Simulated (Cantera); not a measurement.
What does this Cantera script print?

```python
import numpy as np
import cantera as ct

gas = ct.Solution("gri30.yaml")
gas.TPX = 1023, 59, {'C2H6': 1, 'N2': 100}
reactor = ct.IdealGasConstPressureReactor(gas, energy="off", clone=False)
net = ct.ReactorNet([reactor])
net.rtol, net.atol = 1e-08, 1e-18
show = ['C2H6', 'C2H2', 'HCN', 'H2', 'CH4']
times = np.geomspace(0.0006, 100, 13)

steps = ct.SolutionArray(gas, extra=["t"])
rows = []
print(f"{'t/s':>10s}{'T/K':>9s}{'P/Pa':>11s}" + "".join(f"{s:>11s}" for s in show))
for t in times:
    while net.time < t:
        t_next = net.step()
        steps.append(gas.state, t=t_next)
    rows.append([np.interp(t, steps.t, y) for y in (steps.T, steps.P, *steps(*show).X.T)])
    print(f"{t:10.3e}{rows[-1][0]:9.1f}{rows[-1][1]:11.4g}" + "".join(f"{x:11.3e}" for x in rows[-1][2:]))
rate = np.gradient(steps.T, steps.t)
print("integrator steps:", len(steps.t))
if steps.T.max() > steps.T[0] + 200:
    print(f"time of steepest temperature rise: {steps.t[rate.argmax()]:.4e} s")
gas.TPX = 1023, 59, {'C2H6': 1, 'N2': 100}
gas.equilibrate("TP")
print(f"equilibrium (TP): T = {gas.T:.1f} K  " + "  ".join(f"{s} {gas[s].X[0]:.3e}" for s in show))
```

Output:

```
       t/s      T/K       P/Pa       C2H6       C2H2        HCN         H2        CH4
 6.000e-04   1023.0         59  9.901e-03  5.414e-26  9.014e-30  3.727e-16  8.722e-14
 1.634e-03   1023.0         59  9.901e-03  2.372e-24  1.775e-28  2.950e-15  6.488e-13
 4.451e-03   1023.0         59  9.901e-03  1.149e-22  3.500e-27  3.262e-14  4.780e-12
 1.212e-02   1023.0         59  9.901e-03  6.115e-21  7.088e-26  7.886e-13  3.546e-11
 3.302e-02   1023.0         59  9.901e-03  3.353e-19  1.522e-24  2.609e-11  2.617e-10
 8.993e-02   1023.0         59  9.901e-03  2.444e-17  1.718e-22  7.418e-10  1.926e-09
 2.449e-01   1023.0         59  9.901e-03  3.619e-15  1.364e-19  1.731e-08  1.399e-08
 6.672e-01   1023.0         59  9.900e-03  8.700e-13  9.086e-17  3.536e-07  9.784e-08
 1.817e+00   1023.0         59  9.893e-03  2.145e-10  4.098e-14  6.210e-06  6.320e-07
 4.949e+00   1023.0         59  9.826e-03  2.526e-08  2.450e-12  6.723e-05  4.068e-06
 1.348e+01   1023.0         59  9.463e-03  1.004e-06  1.770e-11  3.980e-04  2.987e-05
 3.672e+01   1023.0         59  8.062e-03  1.996e-05  5.659e-11  1.656e-03  1.738e-04
 1.000e+02   1023.0         59  4.593e-03  2.040e-04  1.022e-10  4.811e-03  6.372e-04
integrator steps: 666
equilibrium (TP): T = 1023.0 K  C2H6 1.988e-10  C2H2 2.753e-03  HCN 1.376e-02  H2 1.921e-02  CH4 1.333e-04
```

Detailed kinetics in Cantera: GRI-Mech 3.0 (53 species, 325 reactions). GRI-Mech 3.0 stops at C3 and has no aromatics, soot or wall deposition, so with more carbon than oxygen in the feed, carbon stays in small species such as C2H2 where larger ones or solid carbon would form. Radical loss at walls, strong at low pressure, is not modelled.
